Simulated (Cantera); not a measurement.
Charge: 1 mol PbO, a varied amount of CO, 7.3 mol N2, at 1725 °C and 47000 Pa.

Method: chemical equilibrium by Gibbs-energy minimisation in Cantera with the NASA 1993 tables (ideal gas, pure condensed phases). Candidate condensed phases: C, Pb, PbO, PbO2, Pb3O4; 27 gas species. Gases not in the tables: (PbO)n polymers. Rates play no part.

x: gas mole fraction; nothing condenses.

```csv
n(CO) (mol),x N2,x CO,x CO2,x Pb,x PbO,x NO
1.9,0.716,0.0904,0.0959,0.0959,0.00210,?
2.5,0.676,0.140,0.0913,0.0913,0.00123,?
3.4,0.624,0.206,0.0847,0.0847,0.000720,?
4.5,0.570,0.274,0.0777,0.0776,0.000455,?
6,0.510,0.350,0.0696,0.0696,0.000286,?
7.9,0.451,0.426,0.0615,0.0615,0.000184,?
11,0.378,0.518,0.0517,0.0517,0.000107,?
14,0.327,0.583,0.0448,0.0448,7.10e-5,?
19,0.267,0.659,0.0366,0.0366,4.19e-5,?
```

What belongs in the gaps?


- 1.9, x NO: 3.19e-5
- 2.5, x NO: 1.91e-5
- 3.4, x NO: 1.16e-5
- 4.5, x NO: 7.62e-6
- 6, x NO: 5.06e-6
- 7.9, x NO: 3.45e-6
- 11, x NO: 2.18e-6
- 14, x NO: 1.56e-6
- 19, x NO: 1.02e-6
